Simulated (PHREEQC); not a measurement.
A solution holds 0.42 mol H2SO4, 0.21 mol Na2SO4 and 3.9 mol MgCl2 per kg of water, at 74 °C. Closed to the air; pH follows from the charge balance.

Computed with PHREEQC (Pitzer model, pitzer.dat).

### Question
The ionic strength comes out as 12.8 mol/kgw. What activity coefficients do H+, HSO4-, Na+, Mg+2, SO4-2 get?

### Answer
H+ 41, HSO4- 1.9, Na+ 7.0, Mg+2 72, SO4-2 0.00046. Single-ion values are on the MacInnes scale.

No solid was allowed to form. In brines, pH and single-ion activities rest on the MacInnes convention. Constants without temperature data keep their 25 °C values here.
